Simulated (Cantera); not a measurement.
Input: 1 mol SiH₂Cl₂, 0.36 mol Cl₂, 51 mol H₂, equilibrated at 927 °C and 100 Torr.

Method: chemical equilibrium by Gibbs-energy minimisation in Cantera with the NASA 1993 tables (ideal gas, pure condensed phases). Candidate condensed phases: Si; 19 gas species. The tables' values for SiCl₃ are old estimates; treat these amounts as uncertain. Kinetics and transport are ignored.

Base state: H₂ 0.963, HCl 0.0304, SiCl₂ 0.00227, SiCl₄ 0.00207, SiHCl₃ 0.00178, SiCl₃ 0.000732, SiH₂Cl₂ 0.000201 (mole fractions); condensed: Si(s).

### Question
What changes in the equilibrium state with this change: Cl₂ from 0.36 to 0.53 mol?

### Answer
```csv
species,before,after
H₂,0.963,0.959
HCl,0.0304,0.0323
SiCl₄,0.00207,0.00264
SiCl₃,0.000732,0.000879
SiHCl₃,0.00178,0.00213
SiCl₂,0.00227,0.00257
SiH₂Cl₂,0.000201,0.000226
"Si(s), mol",0.625,0.550
```

### Question
What changes in the equilibrium state with this change: Cl₂ from 0.36 to 0.0045 mol?

### Answer
| species | before | after |
|---|---|---|
| H₂ | 0.963 | 0.970 |
| HCl | 0.0304 | 0.0258 |
| SiCl₂ | 0.00227 | 0.00161 |
| SiCl₄ | 0.00207 | 0.00105 |
| SiCl₃ | 0.000732 | 0.000439 |
| SiHCl₃ | 0.00178 | 0.00107 |
| SiH₂Cl₂ | 0.000201 | 0.000144 |
| Si(s), mol | 0.625 | 0.772 |
